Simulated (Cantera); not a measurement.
Charge: 1 mol Ta2O5, 2.2 mol CO, 10 mol H2, 7.8 mol C, at 13.3 mbar.

These are equilibrium values from Cantera (NASA tables, ideal gas, pure condensed phases), not measurements of a reactor. Candidate condensed phases: C, C6H6, C7H8, C8H18, H2O, Ta, TaC, Ta2O5; 113 gas species. TaC: taken at fixed stoichiometry. Condensed phases not in the tables: Ta2C. Equilibrium is a limit: real reactors are often held back by kinetics, nucleation or transport.

x: gas mole fraction; n: condensed amount in mol.

| T (°C) | x H2 | x CO | x H | x C2H2 (acetylene) | x C2H | x C3 | x C4H2 | n C(graphite) | n TaC(s) |
|---|---|---|---|---|---|---|---|---|---|
| 1275 | 0.581 | 0.419 | 0.000203 | 9.12e-6 | 8.01e-12 | <1e-12 | 5.50e-11 | 0.800 | 2.00 |
| 1350 | 0.581 | 0.419 | ? | ? | ? | <1e-12 | ? | 0.799 | 2.00 |
| 1425 | 0.581 | 0.418 | 0.000954 | 4.18e-5 | 3.81e-10 | <1e-12 | 1.18e-9 | 0.799 | 2.00 |
| 1500 | 0.580 | 0.418 | 0.00188 | 8.12e-5 | 2.05e-9 | 3.72e-12 | 4.48e-9 | 0.797 | 2.00 |
| 1575 | 0.578 | 0.418 | 0.00349 | 0.000149 | 9.61e-9 | 3.58e-11 | 1.52e-8 | 0.795 | 2.00 |
| 1650 | 0.576 | 0.417 | ? | ? | ? | ? | ? | 0.791 | 2.00 |
| 1725 | 0.573 | 0.416 | 0.0105 | 0.000434 | 1.48e-7 | 1.98e-9 | 1.32e-7 | 0.785 | 2.00 |
| 1800 | 0.567 | 0.415 | 0.0172 | 0.000695 | 5.00e-7 | 1.18e-8 | 3.44e-7 | 0.776 | 2.00 |
| 1875 | 0.559 | 0.413 | 0.0270 | 0.00107 | 1.54e-6 | 6.16e-8 | 8.32e-7 | 0.763 | 2.00 |
| 1950 | 0.547 | 0.410 | 0.0410 | 0.00159 | 4.40e-6 | 2.87e-7 | 1.88e-6 | 0.744 | 2.00 |
| 2025 | 0.531 | 0.406 | 0.0605 | 0.00227 | 1.16e-5 | 1.21e-6 | 3.98e-6 | 0.719 | 2.00 |
| 2100 | 0.510 | 0.401 | 0.0864 | 0.00314 | 2.87e-5 | 4.63e-6 | 7.93e-6 | 0.685 | 2.00 |
| 2175 | 0.482 | 0.394 | 0.120 | 0.00417 | 6.64e-5 | 1.63e-5 | 1.49e-5 | 0.643 | 2.00 |
| 2250 | 0.448 | 0.385 | 0.161 | 0.00534 | 0.000145 | 5.31e-5 | 2.63e-5 | 0.589 | 2.00 |

Question: Fill in the missing entries.

Answer: 
- 1350, x H: 0.000456
- 1350, x C2H2 (acetylene): 2.02e-5
- 1350, x C2H: 6.04e-11
- 1350, x C4H2: 2.74e-10
- 1650, x H: 0.00619
- 1650, x C2H2 (acetylene): 0.000260
- 1650, x C2H: 3.98e-8
- 1650, x C3: 2.89e-10
- 1650, x C4H2: 4.69e-8
